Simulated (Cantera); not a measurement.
Feed: 1 mol Ti, a varied amount of H2, held at 2050 K and 1.33 mbar.

Cantera equilibrium calculation (NASA polynomials, part measured and part estimated; ideal gas, pure solids and liquids). Candidate condensed phases: Ti; 3 gas species. Equilibrium is a limit: real reactors are often held back by kinetics, nucleation or transport.

Question: Which condensed phases are stable at each of these points (n(H2) (mol)): 4.5, 7.4, 12, 20, 33, 54, 88, 140?

Answer: 
```csv
n(H2) (mol),condensed phases,Ti condensed (%)
4.5,Ti(l),93.3
7.4,Ti(l),89.0
12,Ti(l),82.2
20,Ti(l),70.4
33,Ti(l),51.2
54,Ti(l),20.1
88,gas only,0.0
140,gas only,0.0
```

From 4.5 mol H2 to 54 mol H2 the condensed part is Ti(l). From 88 mol H2 to 140 mol H2 nothing is condensed.
